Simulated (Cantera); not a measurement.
Input (Python, Cantera):

```python
import numpy as np
import cantera as ct

surf = ct.Interface("ptcombust.yaml", "Pt_surf")
gas = surf.adjacent["gas"]
gas.TPX = 600, 100000, {'CO': 0.0075, 'O2': 0.066, 'N2': 0.79, 'H2O': 0.0051}
surf.TP = 600, 100000
reactor = ct.FlowReactor(gas, clone=False)
reactor.area = 0.0001  # m2
reactor.surface_area_to_volume_ratio = 180  # 1/m
reactor.mass_flow_rate = 1.4 * reactor.area * gas.density  # inlet velocity 1.4 m/s
reactor.energy_enabled = False
wall = ct.ReactorSurface(surf, reactor, clone=False)
net = ct.ReactorNet([reactor])
net.rtol, net.atol = 1e-8, 1e-16
show, cover = ['CO', 'O2', 'H2O', 'CO2'], ['PT(S)', 'H(S)', 'O(S)', 'OH(S)', 'CO(S)', 'C(S)']

rows = []
print(f"{'z/m':>9s}{'u/(m/s)':>9s}" + "".join(f"{s:>13s}" for s in show + cover))
for z in [0.0003, 0.00053, 0.00094, 0.0017, 0.003, 0.0053, 0.0094, 0.017, 0.03]:
    net.advance(z)
    rows.append([reactor.speed, *gas[show].X, *surf[cover].coverages])
    print(f"{z:9.4g}{rows[-1][0]:9.3g}" + "".join(f"{x:13.4e}" for x in rows[-1][1:]))
```

Result:

```
      z/m  u/(m/s)           CO           O2          H2O          CO2        PT(S)         H(S)         O(S)        OH(S)        CO(S)         C(S)
   0.0003      1.4   8.6274e-03   7.5981e-02   5.8715e-03   7.2031e-06   1.1687e-02   7.2721e-10   1.9755e-02   5.0176e-04   9.6805e-01   4.3505e-15
  0.00053      1.4   8.6219e-03   7.5978e-02   5.8716e-03   1.2734e-05   1.1695e-02   7.2745e-10   1.9781e-02   5.0226e-04   9.6802e-01   4.3474e-15
  0.00094      1.4   8.6121e-03   7.5974e-02   5.8716e-03   2.2611e-05   1.1709e-02   7.2788e-10   1.9828e-02   5.0316e-04   9.6796e-01   4.3420e-15
   0.0017      1.4   8.5938e-03   7.5965e-02   5.8716e-03   4.0981e-05   1.1735e-02   7.2869e-10   1.9917e-02   5.0485e-04   9.6784e-01   4.3318e-15
    0.003      1.4   8.5623e-03   7.5951e-02   5.8717e-03   7.2590e-05   1.1780e-02   7.3010e-10   2.0071e-02   5.0778e-04   9.6764e-01   4.3142e-15
   0.0053      1.4   8.5060e-03   7.5925e-02   5.8719e-03   1.2911e-04   1.1862e-02   7.3264e-10   2.0353e-02   5.1313e-04   9.6727e-01   4.2824e-15
   0.0094      1.4   8.4038e-03   7.5877e-02   5.8722e-03   2.3183e-04   1.2016e-02   7.3736e-10   2.0887e-02   5.2319e-04   9.6657e-01   4.2241e-15
    0.017      1.4   8.2069e-03   7.5786e-02   5.8728e-03   4.2956e-04   1.2330e-02   7.4686e-10   2.2000e-02   5.4395e-04   9.6512e-01   4.1091e-15
     0.03      1.4   7.8440e-03   7.5617e-02   5.8738e-03   7.9405e-04   1.2981e-02   7.6599e-10   2.4406e-02   5.8788e-04   9.6202e-01   3.8869e-15
```

Cantera simulation using Deutschmann's 1995 Pt surface mechanism with GRI-Mech 3.0 gas chemistry; the numbers are that mechanism's predictions, not measurements. Catalytic surfaces can have several steady states; this one follows from the mechanism file's or the stated starting coverage. Mass transfer to the wall is taken as infinitely fast.
